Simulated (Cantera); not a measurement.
A closed system holds: 1 mol B, 2 mol N2, 16 mol H2, equilibrated at 13.0 Pa.

Cantera equilibrium calculation (NASA polynomials, part measured and part estimated; ideal gas, pure solids and liquids). Candidate condensed phases: B, BN; 15 gas species. Kinetics and transport are ignored.

Problem. Which condensed phases are stable at each of these points (T (°C)): 1227, 1327, 1427, 1527, 1627, 1727, 1827, 1927, 2027, 2127?

Solution. 
```json
[
 {"T (°C)": "1227", "condensed phases": "BN(s)", "B condensed (%)": "100.0"},
 {"T (°C)": "1327", "condensed phases": "BN(s)", "B condensed (%)": "100.0"},
 {"T (°C)": "1427", "condensed phases": "BN(s)", "B condensed (%)": "100.0"},
 {"T (°C)": "1527", "condensed phases": "BN(s)", "B condensed (%)": "99.8"},
 {"T (°C)": "1627", "condensed phases": "B(s)", "B condensed (%)": "99.3"},
 {"T (°C)": "1727", "condensed phases": "B(s)", "B condensed (%)": "97.3"},
 {"T (°C)": "1827", "condensed phases": "B(s)", "B condensed (%)": "88.5"},
 {"T (°C)": "1927", "condensed phases": "B(s)", "B condensed (%)": "50.4"},
 {"T (°C)": "2027", "condensed phases": "gas only", "B condensed (%)": "0.0"},
 {"T (°C)": "2127", "condensed phases": "gas only", "B condensed (%)": "0.0"}
]
```

From 1227 °C to 1527 °C the condensed part is BN(s). From 1627 °C to 1927 °C the condensed part is B(s). From 2027 °C to 2127 °C nothing is condensed.
